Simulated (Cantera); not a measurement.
Cantera run:

```python
import numpy as np
import cantera as ct

gas_names = """
    Fe FeO Fe(OH)2 H HO2 H2 H2O H2O2 O OH O2 O3
""".split()
cond_names = """
    Fe(a) Fe(c) Fe(d) Fe(L) FeO(s) FeO(L) Fe(OH)2(s) Fe(OH)3(s) Fe2O3(s) Fe3O4(s) H2O(s) H2O(L)
""".split()


def load(file, names, dense=False):
    # The tables refer to 1 bar. Condensed volumes are neglected.
    table = {s.name: s for s in ct.Species.list_from_file(file)}
    out = []
    for n in names:
        d = dict(table[n].input_data)
        d["thermo"] = dict(d["thermo"], **{"reference-pressure": 1e5})
        if dense:
            d["equation-of-state"] = {"model": "constant-volume", "density": "1e6 g/cm^3"}
        out.append(ct.Species.from_dict(d))
    return out


gas = ct.Solution(thermo="ideal-gas", species=load("nasa_gas.yaml", gas_names))
cond = {s.name: ct.Solution(thermo="fixed-stoichiometry", species=[s], name=s.name)
        for s in load("nasa_condensed.yaml", cond_names, dense=True)}
atoms = {
    'Fe': {'Fe': 1},
    'H2O': {'H': 2, 'O': 1},
    'H2': {'H': 2},
}
top_T = {'Fe2O3(s)': 1830, 'Fe3O4(s)': 1870}  # K; cautious upper limits of use, not melting points


def equilibrate(T, P, feed):
    n = {}
    for name, mol in feed.items():
        for a, k in atoms[name].items():
            n[a] = n.get(a, 0.0) + k * mol
    gas.TPX = T, P, n
    mass = sum(n.values()) * gas.mean_molecular_weight
    gas.equilibrate("TP")
    valid = [c for c in cond.values() if c.min_temp <= T <= top_T.get(c.name, c.max_temp)]
    mix = ct.Mixture([(gas, mass / gas.mean_molecular_weight)] + [(c, 0.0) for c in valid])
    mix.T, mix.P = T, P
    mix.equilibrate("TP", solver="vcs", rtol=1e-11, max_steps=5000)
    return mix


results = []
T = 1648.15  # K
P = 1333.22  # Pa
for m in [0.011, 0.021, 0.037, 0.067, 0.12, 0.22, 0.4, 0.72]:
    feed = {'Fe': 1, 'H2O': m, 'H2': 0.2}  # mol
    mix = equilibrate(T, P, feed)
    results.append((T, P, feed, dict(zip(mix.species_names, mix.species_moles))))

top = {s: max(r[3][s] / sum(r[3][g] for g in gas_names) for r in results) for s in gas_names}
cols = sorted((s for s in top if top[s] > 0.001), key=lambda s: -top[s])[:6]
seen = [c for c in cond_names if any(r[3].get(c, 0) > 1e-12 for r in results)]
print("log10 of partial pressures in bar; condensed amounts in mol")
print(f"{'n(H2O)':>10s}" + "".join(f"{s[:9]:>10s}" for s in cols + seen))
for T, P, feed, n in results:
    ng = sum(n[g] for g in gas_names)
    print(f"{feed['H2O']:10.4g}" + "".join(f"{np.log10(max(n[s] / ng * P / 1e5, 1e-99)):10.3f}" for s in cols)
          + "".join(f"{n.get(c, 0):10.4g}" for c in seen))
```

It prints:

```
log10 of partial pressures in bar; condensed amounts in mol
    n(H2O)        H2       H2O     Fe(c)    FeO(s)
     0.011    -1.899    -3.158         1         0
     0.021    -1.919    -2.898         1         0
     0.037    -1.949    -2.682         1         0
     0.067    -2.001    -2.476    0.9999         0
      0.12    -2.044    -2.367     0.983   0.01691
      0.22    -2.044    -2.367    0.9152   0.08469
       0.4    -2.044    -2.367    0.7932    0.2067
      0.72    -2.044    -2.367    0.5762    0.4236
```

These are equilibrium values from Cantera (NASA tables, ideal gas, pure condensed phases), not measurements of a reactor. Mutual solubility and eutectic melting of coexisting phases are not modelled. The tables' stoichiometric FeO is somewhat more stable than real wüstite, so its field is too wide. FeO: taken at fixed stoichiometry.
